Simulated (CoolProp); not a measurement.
The fluid at 298.15 K and 4.38 MPa is throttled through a valve to 1.58 MPa with no heat exchange. The same conditions are run with several fluids, on thermodynamics alone (safety and materials aside).

The numbers come from the reference Helmholtz-energy equation of state of each fluid (nitrous oxide: Lemmon 2006; fluorine: de Reuck 1990; methane: Setzmann 1991; ethylene: Smukala 2000) in CoolProp.

```json
[
 {"fluid": "nitrous oxide", "temperature change (K)": "?", "final density (kg/m³)": "?"},
 {"fluid": "fluorine", "temperature change (K)": "?", "final density (kg/m³)": "?"},
 {"fluid": "methane", "temperature change (K)": "?", "final density (kg/m³)": "?"},
 {"fluid": "ethylene", "temperature change (K)": "?", "final density (kg/m³)": "?"}
]
```

Task: Fill in the missing entries.

Result: 
- nitrous oxide, temperature change (K): -38.6
- nitrous oxide, final density (kg/m³): 37.9
- fluorine, temperature change (K): -5.2
- fluorine, final density (kg/m³): 24.8
- methane, temperature change (K): -12.2
- methane, final density (kg/m³): 11.0
- ethylene, temperature change (K): -37.2
- ethylene, final density (kg/m³): 24.1
